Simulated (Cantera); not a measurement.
A closed system holds: 1 mol CuO, 1 mol CO, 2.9 mol N2, equilibrated at 1602 °C and 9.50 bar.

Equilibrium computed with Cantera from the NASA thermochemical tables; the gas is ideal and each condensed phase is pure. Candidate condensed phases: C, Cu, CuO, Cu2O; 27 gas species. Kinetics and transport are ignored.

Base state: N2 0.743, CO2 0.255, CO 0.00147, O2 0.000595, NO 0.000274, Cu 0.000131 (mole fractions); condensed: Cu(l).

**Question.** What changes in the equilibrium state with this change: pressure from 9.50 bar to 0.0133 bar?

**Answer.** 
```
species       before     after
----------  --------  --------
N2             0.743     0.669
CO2            0.255     0.220
Cu          0.000131    0.0933
CO           0.00147    0.0114
Cu2          3.42e-7  0.000244
O            1.90e-6  0.000150
CuO          1.20e-6   9.44e-5
O2          0.000595   0.00520
NO          0.000274  0.000770
Cu(l), mol     0.999     0.594
```
